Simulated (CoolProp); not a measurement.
Carbon dioxide at 293.15 K and 3.71 MPa flows at 0.59 m/s in a round tube of 100 mm bore and 15 µm roughness, fully developed (64/Re and Nu = 3.66 if laminar; Colebrook and Gnielinski if turbulent). Each further row changes one setting.

Values from CoolProp's reference Helmholtz-energy equation of state, Span 1996.

| case | Reynolds number | Darcy friction factor | pressure drop (Pa/m) | heat-transfer coefficient (W/(m² K)) | mass flow (kg/h) |
|---|---|---|---|---|---|
| as stated | 333000 | 0.0157 | 2.39 | 137 | 1460 |
| velocity 1.18 m/s | 666000 | 0.0146 | 8.88 | 256 | 2920 |
| diameter 200 mm | 666000 | 0.0136 | 1.04 | 120 | 5840 |

Viscosity comes from a separate model (Laesecke 2017). Thermal conductivity comes from a separate model (Huber 2016).
